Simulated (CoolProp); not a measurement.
Methane at 293.15 K and 0.299 MPa flows at 1 m/s in a round tube of 2 mm bore and 1.5 µm roughness, fully developed (64/Re and Nu = 3.66 if laminar; Colebrook and Gnielinski if turbulent). Each further row changes one setting.

Values from CoolProp's reference Helmholtz-energy equation of state, Setzmann 1991.

```csv
case,Reynolds number,Darcy friction factor,pressure drop (Pa/m),heat-transfer coefficient (W/(m² K)),mass flow (kg/h)
as stated,358,___,___,61.5,___
velocity 2 m/s,716,0.0894,___,61.5,0.0448
diameter 4 mm,716,0.0894,___,30.7,___
```

What belongs in the gaps?


- as stated, Darcy friction factor: 0.179
- as stated, pressure drop (Pa/m): 88.5
- as stated, mass flow (kg/h): 0.0224
- velocity 2 m/s, pressure drop (Pa/m): 177
- diameter 4 mm, pressure drop (Pa/m): 22.1
- diameter 4 mm, mass flow (kg/h): 0.0895

Viscosity comes from a separate model (Quiñones-Cisneros 2006). Thermal conductivity comes from a separate model (Friend 1989).
